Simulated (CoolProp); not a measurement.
Saturation properties of R113.

Computed with CoolProp (reference Helmholtz-energy equation of state, Marx 1992).

| T (K) | p (MPa) | liquid density (kg/m³) | liquid cp (kJ/(kg K)) | vapour Z | surface tension (mN/m) |
|---|---|---|---|---|---|
| 257.9 | 0.006813 | 1657 | 0.8840 | 0.9944 | 21.8 |
| 267.7 | 0.01148 | 1634 | 0.8913 | 0.9917 | 20.7 |
| 277.5 | 0.01850 | 1612 | 0.8993 | 0.9882 | 19.5 |
| 287.3 | 0.02870 | 1589 | 0.9078 | 0.9837 | 18.4 |
| 297 | 0.04284 | 1566 | 0.9167 | 0.9781 | 17.3 |
| 306.8 | 0.06230 | 1542 | 0.9262 | 0.9712 | 16.2 |
| 316.6 | 0.08817 | 1518 | 0.9361 | 0.9629 | 15.1 |
| 326.4 | 0.1218 | 1494 | 0.9464 | 0.9531 | 14.1 |
| 336.2 | 0.1646 | 1469 | 0.9573 | 0.9417 | 13.0 |
| 345.9 | 0.2176 | 1444 | 0.9688 | 0.9289 | 12.0 |
| 355.7 | 0.2834 | 1418 | 0.9811 | 0.9141 | 11.0 |
| 365.5 | 0.3633 | 1391 | 0.9944 | 0.8975 | 9.96 |
| 375.3 | 0.4591 | 1362 | 1.009 | 0.8789 | 8.97 |
| 385 | 0.5715 | 1333 | 1.025 | 0.8585 | 8.02 |

It boils at 320.7 K under 1 atm.

Surface tension comes from a separate correlation (Mulero 2012).
